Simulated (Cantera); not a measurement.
# Thermodynamics of silicon etching in halogen gases, feed Si + HCl + N₂

Feed: 1 mol Si, 12 mol HCl, 1.3 mol N₂, equilibrated at 0.0180 Torr.

Equilibrium computed with Cantera from the NASA thermochemical tables; the gas is ideal and each condensed phase is pure. Candidate condensed phases: NH₄Cl, Si, Si₃N₄; 28 gas species. The tables' values for SiCl₃ are old estimates; treat these amounts as uncertain. The numbers say what is thermodynamically allowed, not how fast it happens.

From 1073 K to 1373 K nothing is condensed. The main Si-bearing gas is SiCl₄ at 1073 K and SiCl₂ at 1373 K.

| T (K) | log p HCl | log p H₂ | log p N₂ | log p SiCl₄ | log p SiCl₂ | log p SiCl₃ |
|---|---|---|---|---|---|---|
| 1073 | -4.80 | -5.43 | -5.60 | -5.76 | -6.97 | -6.97 |
| 1098 | -4.80 | -5.45 | -5.60 | -5.80 | -6.70 | -6.83 |
| 1123 | -4.79 | -5.47 | -5.60 | -5.86 | -6.48 | -6.72 |
| 1148 | -4.78 | -5.50 | -5.61 | -5.93 | -6.30 | -6.64 |
| 1173 | -4.78 | -5.53 | -5.61 | -6.03 | -6.16 | -6.59 |
| 1198 | -4.77 | -5.57 | -5.61 | -6.15 | -6.05 | -6.57 |
| 1223 | -4.76 | -5.60 | -5.62 | -6.29 | -5.97 | -6.58 |
| 1248 | -4.76 | -5.63 | -5.62 | -6.44 | -5.91 | -6.60 |
| 1273 | -4.75 | -5.66 | -5.62 | -6.60 | -5.87 | -6.64 |
| 1298 | -4.75 | -5.68 | -5.63 | -6.78 | -5.84 | -6.70 |
| 1323 | -4.75 | -5.69 | -5.63 | -6.96 | -5.81 | -6.76 |
| 1348 | -4.75 | -5.71 | -5.63 | -7.15 | -5.80 | -6.82 |
| 1373 | -4.75 | -5.71 | -5.63 | -7.33 | -5.79 | -6.89 |
log p: log10 of the partial pressure in bar; nothing condenses.
